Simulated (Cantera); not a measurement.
# Equilibrium for aluminium nitride and oxide growth: AlBr3 + N2

Feed: 1 mol AlBr3, 13 mol N2, at 0.133 bar.

Cantera equilibrium calculation (NASA polynomials, part measured and part estimated; ideal gas, pure solids and liquids). Candidate condensed phases: Al, AlBr3, AlN, Br2; 10 gas species. Rates play no part.

| T (K) | log p N2 | log p AlBr3 | log p Br | log p AlBr | log p Br2 | log p Al | log p Al2Br6 | log p N |
|---|---|---|---|---|---|---|---|---|
| 1523 | -0.91 | -2.03 | -3.84 | -4.14 | -6.73 | -9.46 | -7.26 | <-12 |
| 1598 | -0.91 | -2.03 | -3.49 | -3.79 | -6.36 | -8.76 | -7.42 | -12.65 |
| 1673 | -0.91 | -2.04 | -3.18 | -3.48 | -6.03 | -8.13 | -7.57 | -11.95 |
| 1748 | -0.91 | -2.06 | -2.90 | -3.19 | -5.73 | -7.55 | -7.73 | -11.31 |
| 1823 | -0.91 | -2.09 | -2.64 | -2.94 | -5.46 | -7.02 | -7.90 | -10.72 |
| 1898 | -0.92 | -2.14 | -2.41 | -2.71 | -5.24 | -6.53 | -8.11 | -10.18 |
| 1973 | -0.93 | -2.22 | -2.21 | -2.51 | -5.05 | -6.07 | -8.37 | -9.68 |
log p: log10 of the partial pressure in bar; nothing condenses.

From 1523 K to 1973 K nothing is condensed. The main Al-bearing gas is AlBr3 throughout.
